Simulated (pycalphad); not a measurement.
All values are pycalphad results on the COST 507 light-alloy database (1999) (1 atm), not direct measurements. These are 1990s assessments: newer ones move some temperatures and phases. Diffusion is slow at the low end, where real alloys seldom reach equilibrium.

Molar enthalpy of Ti-2.66C (at.%) in equilibrium (SER reference):

| T (°C) | H (kJ/mol) | phases |
|---|---|---|
| 2577 | 108.15 | liquid |
| 2377 | 99.00 | liquid |
| 2177 | 89.85 | liquid |
| 1977 | 80.70 | liquid |
| 1777 | 71.55 | liquid |
| 1677 | 66.98 | liquid |
| 1577 | 47.50 | bcc + fcc |
| 1477 | 43.67 | bcc + fcc |
| 1377 | 40.00 | bcc + fcc |
| 1177 | 33.04 | bcc + fcc |
| 977 | 26.55 | bcc + fcc |
| 777 | 16.36 | hcp + fcc |
| 577 | 9.73 | hcp + fcc |
| 377 | 3.57 | hcp + fcc |

Cooling from 1677 °C to 1577 °C, across the freezing range, releases 19.5 kJ/mol, or 415 J/g. The slope is 46 J/(mol K) in the liquid and 38 J/(mol K) just below the solidus, where it includes any heat of precipitation. Liquidus 1655 °C, solidus 1652 °C. Changes were sought between steps of 100 K, so a narrower field can be missed.

The fcc model also describes the rock-salt carbide or nitride (TiC, TiN, HfC).
